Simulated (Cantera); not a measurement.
Cantera with NASA thermochemical tables; ideal gases at 1 bar, condensed phases pure. Values are per mole of reaction as written; species without (g) are pure solids or liquids, kept so even where they would boil at 1 bar.

1.5 Ni + S₂(g) ⇌ 0.5 Ni₃S₄, with ΔH° = -278.9 kJ and ΔS° = -179.8 J/K at 300 K.

### Question
How far is the shortcut ΔG° ≈ ΔH°(300 K) − T·ΔS°(300 K) from the full temperature-dependent value at 350, 375, 400, 425, 450, 475, 500, 525, 550, 575 K?

### Answer
| T (K) | shortcut (kJ) | full (kJ) | difference (kJ) | difference in log10 K |
|---|---|---|---|---|
| 350 | -216.0 | -216.1 | 0.0 | -0.01 |
| 375 | -211.5 | -211.6 | 0.1 | -0.01 |
| 400 | -207.0 | -207.2 | 0.2 | -0.02 |
| 425 | -202.5 | -202.8 | 0.3 | -0.03 |
| 450 | -198.0 | -198.4 | 0.4 | -0.04 |
| 475 | -193.5 | -194.0 | 0.5 | -0.06 |
| 500 | -189.0 | -189.7 | 0.7 | -0.07 |
| 525 | -184.5 | -185.4 | 0.8 | -0.08 |
| 550 | -180.0 | -181.1 | 1.0 | -0.10 |
| 575 | -175.6 | -176.8 | 1.2 | -0.11 |
The shortcut ignores the heat-capacity change of the reaction.
